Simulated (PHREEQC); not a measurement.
Dissolve 0.0011 mol/kgw HCl and 0.0021 mol/kgw HF at 25 °C. Closed to the air; pH follows from the charge balance.

All values are PHREEQC results (ion-association model, wateq4f.dat), not measurements.

This is a speciation only: nothing precipitates in the calculation.

Problem. Order these F species by the share of F that they hold, largest first: F-, HF, HF2-, H2F2.

Solution. HF (70 %), F- (30 %), H2F2 (0.53 %), HF2- (0.33 %)

The pH is 2.78 and the ionic strength 0.00172 mol/kgw.
